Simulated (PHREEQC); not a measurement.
Solution (27 °C): 0.21 mol/kgw KHSO4, 0.0017 mol/kgw NaOH and 5.2e-05 mol/kgw H2SO4. Closed to the air; pH follows from the charge balance.

The numbers come from PHREEQC with the ion-association model, phreeqc.dat.

Precipitation was switched off in this run.

Question: What pH, ionic strength does the model give?

Answer: pH 1.21; ionic strength 0.334 mol/kgw.

Question: In which forms is Na present?

Answer: Na+ 93 %, NaSO4- 7.1 % of the Na.
